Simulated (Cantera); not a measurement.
SiH4 + H2O (silicon oxide and oxynitride deposition)

A closed system holds: 1 mol SiH4, 0.42 mol H2O, held at 390 Torr.

Equilibrium computed with Cantera from the NASA thermochemical tables; the gas is ideal and each condensed phase is pure. Candidate condensed phases: H2O, Si, SiO2; 18 gas species. Mutual solubility and eutectic melting of coexisting phases are not modelled. Equilibrium is a limit: real reactors are often held back by kinetics, nucleation or transport.

```tsv
T (K)	x H2	x SiH4	x H	x SiO	x H2O	n Si(s)	n SiO2(α-quartz)	n SiO2(β-quartz)
723	1.00	7.18e-8	<1e-12	<1e-12	<1e-12	0.790	0.210	0
773	1.00	9.34e-8	1.26e-12	<1e-12	<1e-12	0.790	0.210	0
823	1.00	1.17e-7	1.02e-11	<1e-12	4.74e-12	0.790	0.210	0
873	1.00	1.43e-7	6.49e-11	2.27e-12	2.67e-11	0.790	0	0.210
923	1.00	1.70e-7	3.39e-10	3.06e-11	1.24e-10	0.790	0	0.210
973	1.00	1.98e-7	1.50e-9	3.14e-10	4.92e-10	0.790	0	0.210
1023	1.00	2.28e-7	5.74e-9	2.56e-9	1.69e-9	0.790	0	0.210
1073	1.00	2.58e-7	1.94e-8	1.71e-8	5.19e-9	0.790	0	0.210
```
x: gas mole fraction; n: condensed amount in mol.

From 723 K to 823 K the condensed part is Si(s) + SiO2(α-quartz). From 873 K to 1073 K the condensed part is Si(s) + SiO2(β-quartz). The main Si-bearing gas is SiH4 throughout.
